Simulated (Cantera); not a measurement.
What does this Cantera script print?

```python
import numpy as np
import cantera as ct

gas_names = """
    H2 Ca HF
""".split()
cond_names = """
    CaF2(a) CaF2(b) CaF2(L)
""".split()


def load(file, names, dense=False):
    # The tables refer to 1 bar. Condensed volumes are neglected.
    table = {s.name: s for s in ct.Species.list_from_file(file)}
    out = []
    for n in names:
        d = dict(table[n].input_data)
        d["thermo"] = dict(d["thermo"], **{"reference-pressure": 1e5})
        if dense:
            d["equation-of-state"] = {"model": "constant-volume", "density": "1e6 g/cm^3"}
        out.append(ct.Species.from_dict(d))
    return out


species = {s.name: s for s in load("nasa_gas.yaml", gas_names) + load("nasa_condensed.yaml", cond_names)}
# Each term lists the table entries of one substance; the one whose range holds T is used.
reactions = {
    'CaF2 + H2(g) = Ca(g) + 2 HF(g)':
        [(-1, ['CaF2(a)', 'CaF2(b)', 'CaF2(L)']), (-1, ['H2']), (1, ['Ca']), (2, ['HF'])],
}


def pick(names, T):
    return next(species[n] for n in names if species[n].thermo.min_temp <= T <= species[n].thermo.max_temp)


results = []
for label, terms in reactions.items():
    print(label)
    print("     T/K   dH/kJ  dS/(J/K)   dG/kJ   log10 K")
    for T in [300, 2198, 2223, 2248, 2273, 2298]:
        used = [(nu, pick(names, T)) for nu, names in terms]
        dH = sum(nu * s.thermo.h(T) for nu, s in used) / 1e6
        dS = sum(nu * s.thermo.s(T) for nu, s in used) / 1e3
        dG = dH - T * dS / 1e3
        logK = -dG * 1e6 / (ct.gas_constant * T * np.log(10))
        results.append((label, T, dH, dS, dG, logK, [s.name for _, s in used]))
        print(f"{T:8g} {dH:8.1f} {dS:8.1f} {dG:8.1f} {logK:8.2f}")
```

Output:

```
CaF2 + H2(g) = Ca(g) + 2 HF(g)
     T/K   dH/kJ  dS/(J/K)   dG/kJ   log10 K
     300    858.6    303.1    767.6  -133.66
    2198    741.8    208.2    284.3    -6.76
    2223    740.7    207.6    279.1    -6.56
    2248    739.6    207.2    273.9    -6.36
    2273    738.5    206.7    268.7    -6.18
    2298    737.4    206.2    263.6    -5.99
```

Cantera with NASA thermochemical tables; ideal gases at 1 bar, condensed phases pure. Condensed species are held in their standard states even where they would react or evaporate.
